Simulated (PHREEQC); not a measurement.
Nickel, zinc or cadmium bath: speciation

Consider water at 25 °C with 0.021 mol/kgw ZnSO4 and 3.1e-05 mol/kgw H2SO4. Closed to the air; pH follows from the charge balance.

All values are PHREEQC results (ion-association model, phreeqc.dat), not measurements.

No solid was allowed to form.

### Question
Predict the pH, density, ionic strength.

### Answer
pH 4.47; density 1.000 g/cm³; ionic strength 0.0510 mol/kgw.

### Question
In which forms is S present?

### Answer
SO4-2 57 %, ZnSO4 36 %, Zn(SO4)2-2 7.2 % of the S.

Species that the database lacks are ignored.
